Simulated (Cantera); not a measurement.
A closed system holds: 1 mol SiCl4, 0.021 mol C2H2, 20 mol H2, equilibrated at 775 °C.

These are equilibrium values from Cantera (NASA tables, ideal gas, pure condensed phases), not measurements of a reactor. Candidate condensed phases: C, C6H6, C7H8, C8H18, Si, SiC; 109 gas species. Mutual solubility and eutectic melting of coexisting phases are not modelled. Rates play no part.

Which condensed phases are stable at each of these points (P (Pa)): 100, 320, 1000, 3200, 10000, 32000, 100000?


```tsv
P (Pa)	condensed phases	Si condensed (%)
100	Si(s) + SiC(s)	22.0
320	Si(s) + SiC(s)	17.4
1000	Si(s) + SiC(s)	12.6
3200	Si(s) + SiC(s)	7.7
10000	SiC(s)	4.2
32000	SiC(s)	4.1
100000	SiC(s)	3.6
```

From 1.00 mbar to 32.0 mbar the condensed part is Si(s) + SiC(s). From 0.100 bar to 1.00 bar the condensed part is SiC(s).
